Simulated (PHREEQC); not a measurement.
Make-up at 25 °C: 0.038 mol/kgw H2SO4, 0.0036 mol/kgw FeSO4 and 0.031 mol/kgw Na2SO4. Closed to the air; pH follows from the charge balance.

All values are PHREEQC results (ion-association model, wateq4f.dat), not measurements.

Each row changes one thing in this solution. This is a speciation only: nothing precipitates in the calculation.

```tsv
case	pH	ionic strength (mol/kgw)	Na+ (mol/kgw)	HSO4- (mol/kgw)	SO4-2 (mol/kgw)	NaSO4- (mol/kgw)	SI of Mirabilite (Na2SO4:10H2O)
as made	1.52	0.132	0.0591	0.0386	0.0294	0.00294	-3.59
temperature from 25 to 10 °C	1.48	0.139	0.0590	0.0351	0.0330	0.00299	-2.80
Na2SO4 from 0.031 to 0.0155 mol/kgw	1.46	0.0993	0.0299	0.0337	0.0208	0.00115	-4.27
FeSO4 replaced by MgSO4 at the same molality	1.52	0.131	0.0591	0.0387	0.0293	0.00293	-3.59
FeSO4 from 0.0036 to 0.0072 mol/kgw	1.53	0.139	0.0590	0.0391	0.0309	0.00302	-3.58
H2SO4 replaced by Al2(SO4)3 at the same molality	4.05	0.197	0.0577	0.000174	0.0502	0.00426	-3.46
diluted 100-fold with water	3.16	0.00212	0.000618	3.92e-5	0.000682	1.73e-6	-8.60
```

Complexes and solids missing from the database can't appear. Some of these states are supersaturated (in Basaluminite, Gibbsite (slow to form), for instance). At this temperature some constants are extrapolated from 25 °C, and those without enthalpy data are left unchanged.
